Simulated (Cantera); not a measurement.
**Stirred combustor or abatement burner**

A perfectly stirred reactor is fed with H2 : O2 : N2 : NO = 1 : 0.962 : 3.62 : 0.0069 (molar parts), at 10.0 bar; it is adiabatic with a 475 K inlet, and is followed from long to short residence time, starting on the burning branch (τ in s: 0.44, 0.16, 0.062, 0.023, 0.0086, 0.0032, 0.0012, 0.00045, 0.00017, 6.3e-05, 2.4e-05).

Detailed kinetics in Cantera: GRI-Mech 3.0 (53 species, 325 reactions). The hydrogen kinetics of GRI-Mech 3.0 are dated; newer H2 mechanisms differ, most at raised pressure. The mechanism lacks 2 NO + O2 → 2 NO2 and HONO, so NO2 and the effect of NO are under-described below about 1400 K.

```tsv
τ (s)	T (K)	x H2	x O2	x NO	x OH	x NO2	x HO2
0.44	1831	1.79e-5	0.0906	0.00142	0.000540	7.11e-6	1.85e-6
0.16	1831	2.32e-5	0.0906	0.00138	0.000558	7.18e-6	1.96e-6
0.062	1830	3.50e-5	0.0906	0.00136	0.000596	7.71e-6	2.22e-6
0.023	1830	6.28e-5	0.0906	0.00135	0.000680	9.00e-6	2.89e-6
0.0086	1829	0.000120	0.0906	0.00135	0.000829	1.12e-5	4.40e-6
0.0032	1827	0.000234	0.0906	0.00135	0.00106	1.40e-5	7.61e-6
0.0012	1823	0.000455	0.0905	0.00134	0.00139	1.62e-5	1.40e-5
0.00045	1818	0.000879	0.0905	0.00134	0.00185	1.68e-5	2.63e-5
0.00017	1808	0.00169	0.0906	0.00134	0.00243	1.55e-5	4.90e-5
6.3e-5	1789	0.00327	0.0909	0.00134	0.00317	1.31e-5	9.04e-5
2.4e-5	1757	0.00628	0.0918	0.00134	0.00395	1.05e-5	0.000158
```
x: mole fraction; the columns are a selection and need not sum to one.
